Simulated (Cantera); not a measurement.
# Gas activation for diamond growth

A perfectly stirred reactor is fed with 1.11 % CH4, 92.7 % H2, 6.21 % H, at 0.0263 atm; it is held at 1300 K, and followed from long to short residence time.

Detailed kinetics in Cantera: GRI-Mech 3.0 (53 species, 325 reactions). GRI-Mech 3.0 stops at C3 and has no aromatics, soot or wall deposition, so with more carbon than oxygen in the feed, carbon stays in small species such as C2H2 where larger ones or solid carbon would form. Radical loss at walls, strong at low pressure, is not modelled.

```csv
τ (s),x CH4,x H2,x H,x C2H6,x CH3
1.5,0.00835,0.989,0.000776,4.11e-6,0.000127
0.72,0.00861,0.989,0.00110,6.03e-6,0.000186
0.34,0.00882,0.988,0.00159,8.83e-6,0.000272
0.16,0.00894,0.987,0.00229,1.27e-5,0.000396
0.075,0.00891,0.986,0.00335,1.78e-5,0.000569
0.035,0.00873,0.985,0.00493,2.40e-5,0.000806
0.016,0.00839,0.982,0.00738,3.10e-5,0.00113
0.0077,0.00796,0.979,0.0108,3.74e-5,0.00150
0.0036,0.00749,0.974,0.0159,4.28e-5,0.00196
0.0017,0.00710,0.967,0.0228,4.61e-5,0.00245
0.00080,0.00687,0.958,0.0312,4.70e-5,0.00291
```
x: mole fraction; the columns are a selection and need not sum to one.
